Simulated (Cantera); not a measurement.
Cantera run:

```python
import numpy as np
import cantera as ct

gas_names = [...]  # 109 gases of nasa_gas.yaml made of C, Cl, H, Si
cond_names = """
    C(gr) C6H6(L) C7H8(L) C8H18(L),n-octa Si(cr) Si(L) SiC(b)
""".split()


# ... load() reads the species with a 1 bar reference pressure and builds the phases ...
atoms = {
    'SiH2Cl2': {'Si': 1, 'H': 2, 'CL': 2},
    'C2H4': {'C': 2, 'H': 4},
    'H2': {'H': 2},
}
top_T = {'C(gr)': 4500, 'SiC(b)': 3050}  # K; cautious upper limits of use, not melting points


# ... equilibrate(T, P, feed) seeds the gas with the atoms and calls Mixture.equilibrate('TP', solver="vcs", rtol=1e-11, max_steps=5000) ...
results = []
feed = {'SiH2Cl2': 1, 'C2H4': 0.056, 'H2': 30}  # mol
T = 1098  # K
P = 100000  # Pa
mix = equilibrate(T, P, feed)
results.append((T, P, feed, dict(zip(mix.species_names, mix.species_moles))))
print(gas.report(threshold=1e-05))
for i in range(1, mix.n_phases):
    print(f"{mix.phase(i).name:16s} {mix.phase_moles(i):12.5e} mol")
```

It prints:

```
       temperature   1098 K
          pressure   1e+05 Pa
           density   0.050908 kg/m^3
  mean mol. weight   4.6475 kg/kmol
   phase of matter   gas

                          1 kg             1 kmol
                     ---------------   ---------------
          enthalpy         3.237e+06        1.5044e+07  J
   internal energy        1.2727e+06         5.915e+06  J
           entropy             37711        1.7526e+05  J/K
    Gibbs function       -3.8169e+07       -1.7739e+08  J
 heat capacity c_p            6824.9             31719  J/K
 heat capacity c_v            5035.9             23404  J/K

                      mass frac. Y      mole frac. X     chem. pot. / RT
                     ---------------   ---------------   ---------------
               CH4        0.00010178        2.9486e-05           -44.269
               HCL           0.10002          0.012751           -38.993
                H2           0.42167           0.97208           -17.771
             SiCL2         0.0072302        0.00033947           -64.076
             SiCL3          0.011344        0.00039218           -94.184
             SiCL4           0.23283         0.0063696           -124.29
            SiHCL3           0.20594         0.0070667           -103.07
           SiH2CL2          0.020383        0.00093793           -81.847
            SiH3CL        0.00047231         3.298e-05           -60.625
     [ +100 minor]        3.4495e-06        5.2281e-07

C(gr)             0.00000e+00 mol
Si(cr)            4.09792e-01 mol
SiC(b)            1.11067e-01 mol
```

Cantera equilibrium calculation (NASA polynomials, part measured and part estimated; ideal gas, pure solids and liquids). Mutual solubility and eutectic melting of coexisting phases are not modelled. The tables' values for SiCl3 are old estimates; treat these amounts as uncertain.
